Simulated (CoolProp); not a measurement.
Properties of dimethyl ether at several states.

Values from CoolProp's reference Helmholtz-energy equation of state, Wu 2011.

| T (K) | p (MPa) | phase | cv (kJ/(kg K)) | speed of sound (m/s) | Joule-Thomson coefficient (K/MPa) | expansivity (1/kK) | viscosity (µPa s) | fugacity coefficient |
|---|---|---|---|---|---|---|---|---|
| 479.2 | 12.6 | supercritical | 2.006 | ? | ? | 9.427 | 27.4 | 0.6128 |
| 281.7 | 1.26 | liquid | 1.516 | ? | -0.2344 | 2.204 | 149 | ? |
| 252.9 | 0.0245 | gas | ? | ? | 44.33 | 4.080 | 8.12 | 0.9920 |

Some entries are withheld; supply them.


- 479.2, speed of sound (m/s): 256.8
- 479.2, Joule-Thomson coefficient (K/MPa): 3.699
- 281.7, speed of sound (m/s): 970.4
- 281.7, fugacity coefficient: 0.2675
- 252.9, cv (kJ/(kg K)): 1.136
- 252.9, speed of sound (m/s): 228.9

Viscosity comes from a separate model (Meng 2012).
